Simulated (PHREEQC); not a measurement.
0.15 g of hydrous ferric oxide (600 m²/g; 0.2 weak and 0.005 strong sites per Fe, Dzombak-Morel constants, diffuse double layer) in 1 kg of water with 0.05 mol/kgw of an inert sodium salt, at 25 °C; the pH is set by adding NaOH or the inert anion's acid. O2 is buffered at 0.21 atm. The system is closed to CO2. Precipitation was switched off in this run.

Computed with PHREEQC (ion-association model, wateq4f.dat).

```json
[
 {"pH": "3", "surface charge σ (C/m²)": "0.357", "surface potential ψ (mV)": "169"},
 {"pH": "3.5", "surface charge σ (C/m²)": "0.335", "surface potential ψ (mV)": "166"},
 {"pH": "4", "surface charge σ (C/m²)": "0.294", "surface potential ψ (mV)": "160"},
 {"pH": "4.5", "surface charge σ (C/m²)": "0.238", "surface potential ψ (mV)": "[?]"},
 {"pH": "5", "surface charge σ (C/m²)": "0.181", "surface potential ψ (mV)": "135"},
 {"pH": "5.5", "surface charge σ (C/m²)": "0.130", "surface potential ψ (mV)": "118"},
 {"pH": "6", "surface charge σ (C/m²)": "[?]", "surface potential ψ (mV)": "[?]"},
 {"pH": "6.5", "surface charge σ (C/m²)": "0.058", "surface potential ψ (mV)": "78"},
 {"pH": "7", "surface charge σ (C/m²)": "0.034", "surface potential ψ (mV)": "56"},
 {"pH": "7.5", "surface charge σ (C/m²)": "0.017", "surface potential ψ (mV)": "31"},
 {"pH": "8", "surface charge σ (C/m²)": "0.003", "surface potential ψ (mV)": "6"},
 {"pH": "8.5", "surface charge σ (C/m²)": "-0.010", "surface potential ψ (mV)": "-20"},
 {"pH": "9", "surface charge σ (C/m²)": "[?]", "surface potential ψ (mV)": "-45"},
 {"pH": "9.5", "surface charge σ (C/m²)": "-0.046", "surface potential ψ (mV)": "-69"},
 {"pH": "10", "surface charge σ (C/m²)": "-0.074", "surface potential ψ (mV)": "-90"},
 {"pH": "10.5", "surface charge σ (C/m²)": "-0.111", "surface potential ψ (mV)": "-110"},
 {"pH": "11", "surface charge σ (C/m²)": "-0.158", "surface potential ψ (mV)": "-128"}
]
```

Q: Complete the blanks.

A: 
- 4.5, surface potential ψ (mV): 149
- 6, surface charge σ (C/m²): 0.089
- 6, surface potential ψ (mV): 99
- 9, surface charge σ (C/m²): -0.026

The oxide is taken as insoluble; below pH 4 it would dissolve.
